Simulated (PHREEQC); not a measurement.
**Copper plating or etch bath: an equilibrium model**

A solution holds 1.3 mmol/kgw Cu(NO3)2, 0.79 mmol/kgw H2SO4 and 0.83 mmol/kgw KCl, at 20 °C. It is in equilibrium with CO2 at log p = -3.4 (atm). Otherwise closed; pH follows from the charge balance.

All values are PHREEQC results (ion-association model, wateq4f.dat), not measurements.

Each row changes one thing in this solution. No solid was allowed to form.

```tsv
case	pH	ionic strength (mol/kgw)	SO4-2 (mol/kgw)	HSO4- (mol/kgw)	HCO3- (mol/kgw)
as made	2.85	0.00665	0.000646	6.18e-5	5.00e-9
diluted 5-fold with water	3.52	0.00139	0.000149	3.46e-6	2.24e-8
KCl left out	2.85	?	0.000645	6.27e-5	4.96e-9
Cu(NO3)2 left out	2.85	0.00304	?	7.44e-5	4.82e-9
Cu(NO3)2 replaced by Mn(NO3)2 at the same molality	2.85	0.00670	0.000658	6.28e-5	5.01e-9
KCl from 0.00083 to 0.0083 mol/kgw	2.86	0.0141	0.000650	5.53e-5	5.27e-9
H2SO4 from 0.00079 to 0.000158 mol/kgw	3.53	0.00512	0.000136	2.77e-6	2.38e-8
```

Q: Complete the blanks.

A: 
- KCl left out, ionic strength (mol/kgw): 0.00581
- Cu(NO3)2 left out, SO4-2 (mol/kgw): 0.000713
